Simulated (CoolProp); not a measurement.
Vapour-liquid equilibrium of R125 (1) + R143a (2) at 29.85 °C; x and y are mole fractions of (1).

The numbers come from the multi-fluid Helmholtz-energy mixture model, Lemmon 2005 and Lemmon and Jacobsen 2000; pair parameters Lemmon 2004 in CoolProp.

Problem. Give the bubble pressure and the first vapour's composition at x = 0.05, 0.5, 0.8. Is there an azeotrope?

Solution. x = 0.05: 1.430 MPa, y = 0.051; x = 0.5: 1.465 MPa, y = 0.515; x = 0.8: 1.516 MPa, y = 0.814. No azeotrope shows between x = 0.05 and 0.95.

Pair parameters are fitted to limited data, so mixtures are less certain than the pure fluids.
